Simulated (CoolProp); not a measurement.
Properties of R507A along the isobar 0.101 MPa.

The numbers come from the reference Helmholtz-energy equation of state, Lemmon 2003 in CoolProp. It is a pseudo-pure fit of the blend.

```
T (°C)  phase  cv (kJ/(kg K))  conductivity (mW/(m K))
------  -----  --------------  -----------------------
36.85     gas          0.8007                     14.3
47.45     gas          0.8186                     15.1
58.05     gas          0.8364                     15.9
68.65     gas          0.8539                     16.7
79.25     gas          0.8713                     17.5
89.85     gas          0.8883                     18.2
100.45    gas          0.9051                     19.0
111.05    gas          0.9216                     19.8
121.65    gas          0.9377                     20.6
132.25    gas          0.9536                     21.4
142.85    gas          0.9690                     22.1
153.45    gas          0.9842                     22.9
164.05    gas          0.9989                     23.7
174.65    gas           1.013                     24.5
185.25    gas           1.027                     25.3
195.85    gas           1.041                     26.0
```

Thermal conductivity comes from a separate model (Geller 2001).
